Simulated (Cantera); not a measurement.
Input: 1 mol AlN, 0.17 mol H2O, 3.8 mol O2, at 1050 K and 54000 Pa.

Cantera equilibrium calculation (NASA polynomials, part measured and part estimated; ideal gas, pure solids and liquids). Candidate condensed phases: Al, AlN, Al2O3, H2O; 35 gas species. Kinetics and transport are ignored.

Base state: O2 0.820, N2 0.134, H2O 0.0457, NO 4.31e-5 (mole fractions); condensed: Al2O3(s).

Q: What changes in the equilibrium state with this change: temperature from 1050 K to 1875 K?

A: 
| species | before | after |
|---|---|---|
| O2 | 0.820 | 0.817 |
| N2 | 0.134 | 0.132 |
| H2O | 0.0457 | 0.0451 |
| NO | 4.31e-5 | 0.00429 |
| O | <1e-9 | 0.000296 |
| OH | 3.23e-7 | 0.00117 |
| NO2 | 2.42e-6 | 1.35e-5 |
| Al2O3(s), mol | 0.500 | 0.500 |
Gases not in the tables: Al(OH)3.

Q: What changes in the equilibrium state with this change: temperature from 1050 K to 1873.15 K?

A: 
```
species         before     after
-------------  -------  --------
O2               0.820     0.817
N2               0.134     0.132
H2O             0.0457    0.0451
NO             4.31e-5   0.00426
O                <1e-9  0.000291
OH             3.23e-7   0.00116
NO2            2.42e-6   1.35e-5
Al2O3(s), mol    0.500     0.500
```
Gases not in the tables: Al(OH)3.
